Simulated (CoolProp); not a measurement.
A simple Rankine cycle with R236EA: condensing at 312.15 K, boiler at 2.59 MPa, turbine inlet 402.8 K, turbine efficiency 0.65, pump efficiency 0.7, no recuperator. Each further row changes one setting.

Model: reference Helmholtz-energy equation of state, Rui 2013, in CoolProp.

| case | thermal efficiency (%) | net work (kJ/kg) | heat in (kJ/kg) | turbine exit temperature (K) | volume ratio over the turbine |
|---|---|---|---|---|---|
| as stated | 9.5 | 19.2 | 201 | 348.0 | 10.8 |
| condensing temperature 304.15 K | 10.4 | 22.0 | [?] | [?] | 14.0 |
| boiler pressure 1.81 MPa | 8.5 | 18.4 | [?] | [?] | 6.25 |
| turbine efficiency 0.55 | [?] | 15.9 | 201 | [?] | 10.9 |

Question: Complete the blanks.

Answer: 
- condensing temperature 304.15 K, heat in (kJ/kg): 211
- condensing temperature 304.15 K, turbine exit temperature (K): 343.8
- boiler pressure 1.81 MPa, heat in (kJ/kg): 217
- boiler pressure 1.81 MPa, turbine exit temperature (K): 365.6
- turbine efficiency 0.55, thermal efficiency (%): 7.9
- turbine efficiency 0.55, turbine exit temperature (K): 351.4
